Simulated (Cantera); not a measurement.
Feed: 1 mol CH₂F₂, 2.5 mol H₂, 0.99 mol HCl, at 2250 K and 0.0750 bar.

Equilibrium computed with Cantera from the NASA thermochemical tables; the gas is ideal and each condensed phase is pure. Candidate condensed phases: C, C₆H₆, C₇H₈, C₈H₁₈; 118 gas species. Kinetics and transport are ignored.

Base state: H₂ 0.442, HF 0.360, HCl 0.173, H 0.0180, Cl 0.00511, C₂H₂ (acetylene) 0.00148, F 1.49e-5 (mole fractions); condensed: C(graphite).

What changes in the equilibrium state with this change: CH₂F₂ replaced by CCl₄?


| species | before | after |
|---|---|---|
| HCl | 0.173 | 0.833 |
| H₂ | 0.442 | 0.108 |
| Cl | 0.00511 | 0.0496 |
| HF | 0.360 | 0 |
| H | 0.0180 | 0.00893 |
| F | 1.49e-5 | 0 |
| Cl₂ | 6.56e-7 | 6.18e-5 |
| C₂HCl | 4.23e-6 | 2.04e-5 |
| C₂H₂ (acetylene) | 0.00148 | 0.000363 |
| C(graphite), mol | 0.983 | 0.996 |
